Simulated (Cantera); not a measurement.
A closed system holds: 1 mol SiHCl3, a varied amount of NH3, 61 mol H2, at 1198 K and 0.210 bar.

These are equilibrium values from Cantera (NASA tables, ideal gas, pure condensed phases), not measurements of a reactor. Candidate condensed phases: NH4Cl, Si, Si3N4; 28 gas species. Kinetics and transport are ignored.

Question: At 9 mol NH3, list the 3 most abundant gas species with their mole fractions, and the condensed phases.

Answer: H2 0.915, N2 0.0477, HCl 0.0373. Condensed: Si3N4(s).
